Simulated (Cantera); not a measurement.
**N2O furnace oxynitridation**

An isothermal, constant-pressure homogeneous reactor starts with N₂O : H₂O = 1 : 0.026 (molar parts), at 1225 K and 70.5 Torr.

Cantera simulation using GRI-Mech 3.0 (53 species, 325 reactions); the numbers are that mechanism's predictions, not measurements. GRI-Mech 3.0 was tuned for natural gas; its chemistry of N2O as a main component is partial and can be far from experiment. The mechanism lacks the step 2 NO + O2 → 2 NO2, which can matter for NO2 below about 1400 K. The temperature is held fixed by assumption; the heat of reaction is taken as removed at once.

```
t (s)     x N₂O   x H₂O      x O₂      x NO    x H₂O₂    x HO₂
--------  -----  ------  --------  --------  --------  -------
0.000100  0.975  0.0253   2.27e-6   5.92e-7    <1e-12  1.66e-9
0.000305  0.975  0.0253   1.07e-5   2.80e-6  2.25e-12  2.65e-8
0.000931  0.975  0.0253   3.79e-5   9.86e-6  1.11e-10  2.87e-7
0.00284   0.974  0.0253  0.000121   3.13e-5   7.01e-9  2.04e-6
0.00867   0.973  0.0253  0.000379   9.29e-5   9.32e-8  5.31e-6
0.0265    0.971  0.0253   0.00117  0.000261   6.60e-8  4.24e-6
0.0807    0.963  0.0252   0.00359  0.000744   2.93e-8  2.80e-6
0.246     0.938  0.0250    0.0108   0.00224   1.18e-8  1.65e-6
0.752     0.870  0.0244    0.0315   0.00673   4.76e-9  7.59e-7
2.29      0.698  0.0230    0.0834    0.0181   3.04e-9  2.69e-7
7.00      0.385  0.0203     0.179    0.0386   2.48e-9  7.25e-8
```
x: mole fraction; the columns are a selection and need not sum to one.

Equilibrium at this temperature and pressure: N₂O 5.21e-9, H₂O 0.0170, O₂ 0.328, NO 0.000270, H₂O₂ 8.92e-11, HO₂ 5.62e-9 (gas phase only).
